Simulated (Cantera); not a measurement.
Charge: 1 mol B2O3, a varied amount of F2, at 1848 K and 10000 Pa.

Equilibrium computed with Cantera from the NASA thermochemical tables; the gas is ideal and each condensed phase is pure. Candidate condensed phases: B, B2O3; 21 gas species. The tables' values for BF2 are old estimates; treat these amounts as uncertain. Equilibrium is a limit: real reactors are often held back by kinetics, nucleation or transport.

x: gas mole fraction; n: condensed amount in mol.

```
n(F2) (mol)       x F     x BOF    x BF3    x O2   x B2O3  n B2O3(l)
-----------  --------  --------  -------  ------  -------  ---------
0.77          4.56e-6     0.741  0.00202   0.185   0.0656     0.0936
2.2          0.000126     0.257    0.387   0.354  1.44e-5          0
3.7               ___       ___    0.408     ___   <1e-12          0
5.1               ___       ___      ___     ___   <1e-12          0
6.5             0.666   2.87e-9    0.191   0.143   <1e-12          0
8               0.740   1.59e-9    0.148   0.111   <1e-12          0
9.4             0.784   1.07e-9    0.123  0.0920   <1e-12          0
11              0.820  7.48e-10    0.103  0.0769   <1e-12          0
```

**Question.** Complete the blanks.

**Answer.** 
- 3.7, x F: 0.285
- 3.7, x BOF: 4.89e-8
- 3.7, x O2: 0.306
- 5.1, x F: 0.545
- 5.1, x BOF: 6.82e-9
- 5.1, x BF3: 0.260
- 5.1, x O2: 0.195
